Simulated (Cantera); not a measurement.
A closed system holds: 1 mol SiH2Cl2, 5 mol O3, 1.1 mol N2, 0.57 mol O2, held at 0.00100 bar.

These are equilibrium values from Cantera (NASA tables, ideal gas, pure condensed phases), not measurements of a reactor. Candidate condensed phases: H2O, NH4Cl, Si, SiO2, Si2N2O, Si3N4; 47 gas species. The tables hold silica as quartz up to 1696 K and as liquid above; real silica turns to tridymite and cristobalite and melts near 1996 K. The numbers say what is thermodynamically allowed, not how fast it happens.

Task: Which condensed phases are stable at each of these points (T (K)): 625, 825, 1025, 1225, 1425, 1625, 1825?

Result: 
```csv
T (K),condensed phases,Si condensed (%)
625,SiO2(α-quartz),100.0
825,SiO2(α-quartz),100.0
1025,SiO2(β-quartz),100.0
1225,SiO2(β-quartz),100.0
1425,SiO2(β-quartz),100.0
1625,SiO2(β-quartz),100.0
1825,SiO2(condensed),100.0
```

From 625 K to 825 K the condensed part is SiO2(α-quartz). From 1025 K to 1625 K the condensed part is SiO2(β-quartz). At 1825 K the condensed part is SiO2(condensed).
